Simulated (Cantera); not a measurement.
Mixture: 10.8 % CH3OH, 18.2 % O2, 68.2 % N2, 2.80 % H2O, equivalence ratio 0.89, at 7500 Torr, adiabatic and at constant volume. Ignition delay is the time to a rise of 400 K.

Model: GRI-Mech 3.0 (53 species, 325 reactions), integrated in Cantera. GRI-Mech 3.0 was tuned for natural gas; its chemistry of methanol as a main component is partial and can be far from experiment.

### Question
Predict: delay at 1025 K; delay at 1125 K; delay at 1225 K; delay at 1325 K; delay at 1425 K; apparent activation energy between 1375 and 1475 K.

### Answer
```json
{
 "delay at 1025 K": "46.0 ms",
 "delay at 1125 K": "5.50 ms",
 "delay at 1225 K": "0.930 ms",
 "delay at 1325 K": "0.209 ms",
 "delay at 1425 K": "59.8 µs",
 "apparent activation energy between 1375 and 1475 K": "190 kJ/mol"
}
```
